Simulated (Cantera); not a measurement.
What does this Cantera script print?

```python
import numpy as np
import cantera as ct

gas_names = """
    H2O2 H2 NO ZrO2
""".split()
cond_names = """
    ZrN(s) ZrN(L)
""".split()


# ... load() reads the species with a 1 bar reference pressure and builds the phases ...
species = {s.name: s for s in load("nasa_gas.yaml", gas_names) + load("nasa_condensed.yaml", cond_names)}
# Each term lists the table entries of one substance; the one whose range holds T is used.
reactions = {
    '3 H2O2(g) + 2 ZrN = 3 H2(g) + 2 NO(g) + 2 ZrO2(g)':
        [(-3, ['H2O2']), (-2, ['ZrN(s)', 'ZrN(L)']), (3, ['H2']), (2, ['NO']), (2, ['ZrO2'])],
}


def pick(names, T):
    return next(species[n] for n in names if species[n].thermo.min_temp <= T <= species[n].thermo.max_temp)


results = []
for label, terms in reactions.items():
    print(label)
    print("     T/K   dH/kJ  dS/(J/K)   dG/kJ   log10 K")
    for T in [548, 573, 598, 623, 648, 673, 698, 723, 748, 773]:
        used = [(nu, pick(names, T)) for nu, names in terms]
        dH = sum(nu * s.thermo.h(T) for nu, s in used) / 1e6
        dS = sum(nu * s.thermo.s(T) for nu, s in used) / 1e3
        dG = dH - T * dS / 1e3
        logK = -dG * 1e6 / (ct.gas_constant * T * np.log(10))
        results.append((label, T, dH, dS, dG, logK, [s.name for _, s in used]))
        print(f"{T:8g} {dH:8.1f} {dS:8.1f} {dG:8.1f} {logK:8.2f}")
```

Output:

```
3 H2O2(g) + 2 ZrN = 3 H2(g) + 2 NO(g) + 2 ZrO2(g)
     T/K   dH/kJ  dS/(J/K)   dG/kJ   log10 K
     548    753.7    590.3    430.1   -41.00
     573    753.7    590.4    415.4   -37.87
     598    753.7    590.4    400.6   -34.99
     623    753.7    590.4    385.9   -32.35
     648    753.6    590.2    371.1   -29.91
     673    753.4    590.0    356.3   -27.66
     698    753.2    589.7    341.6   -25.56
     723    753.0    589.4    326.9   -23.61
     748    752.8    589.1    312.1   -21.80
     773    752.5    588.8    297.4   -20.10
```

Cantera with NASA thermochemical tables; ideal gases at 1 bar, condensed phases pure. ZrN: taken at fixed stoichiometry. Condensed species are held in their standard states even where they would react or evaporate.
